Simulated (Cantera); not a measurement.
Mixture: CO : H₂ : O₂ : N₂ = 1 : 1.1 : 2.14 : 10.3 (molar parts), at 10.0 bar, adiabatic and at constant pressure. Ignition delay is the time to a rise of 400 K.

Cantera simulation using GRI-Mech 3.0 (53 species, 325 reactions); the numbers are that mechanism's predictions, not measurements. The hydrogen kinetics of GRI-Mech 3.0 are dated; newer H2 mechanisms differ, most at raised pressure.

**Question.** Predict: delay at 1000 K; delay at 1100 K; delay at 1200 K; delay at 1300 K; apparent activation energy between 1250 and 1350 K.

**Answer.** 
```json
{
  "delay at 1000 K": "8.80 ms",
  "delay at 1100 K": "0.745 ms",
  "delay at 1200 K": "46.7 µs",
  "delay at 1300 K": "8.44 µs",
  "apparent activation energy between 1250 and 1350 K": "140 kJ/mol"
}
```
